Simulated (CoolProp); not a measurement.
The numbers come from the reference Helmholtz-energy equation of state, Setzmann 1991 in CoolProp.

### Question
For methane, give the phase and the density (kg/m³) at -75.65 °C and 21.1 MPa; -59.55 °C and 21.1 MPa; 100.65 °C and 21.1 MPa.

### Answer
- -75.65 °C and 21.1 MPa: supercritical; density 321
- -59.55 °C and 21.1 MPa: supercritical; density 294
- 100.65 °C and 21.1 MPa: supercritical; density 114
